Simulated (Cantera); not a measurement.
**Dilute partial oxidation**

A perfectly stirred reactor is fed with 0.467 % CH4, 0.238 % O2, 99.3 % N2, equivalence ratio 3.9, at 13.0 bar; it is held at 1348 K, and followed from long to short residence time.

Cantera simulation using GRI-Mech 3.0 (53 species, 325 reactions); the numbers are that mechanism's predictions, not measurements. The pressure lies above the range GRI-Mech 3.0 was tuned for (to about 10 atm).

```
τ (s)      x CH4      x O2     x HCN     x HCO    x HO2
-------  -------  --------  --------  --------  -------
2.4      0.00244  0.000214   4.00e-9  1.23e-11  2.66e-8
1.0      0.00261  0.000390   2.35e-9  2.67e-11  5.05e-8
0.41     0.00282  0.000688   1.14e-9  5.82e-11  9.03e-8
0.17     0.00324   0.00121  3.31e-10  1.06e-10  1.36e-7
0.071    0.00423   0.00213  5.60e-12  6.33e-11  8.12e-8
0.029    0.00458   0.00235    <1e-12  1.96e-11  3.27e-8
0.012    0.00464   0.00237    <1e-12  6.38e-12  1.98e-8
0.0050   0.00466   0.00238    <1e-12  1.97e-12  1.48e-8
0.0021   0.00466   0.00238    <1e-12    <1e-12  1.29e-8
0.00087  0.00467   0.00238    <1e-12    <1e-12  1.18e-8
0.00036  0.00467   0.00238    <1e-12    <1e-12  1.03e-8
```
x: mole fraction; the columns are a selection and need not sum to one.
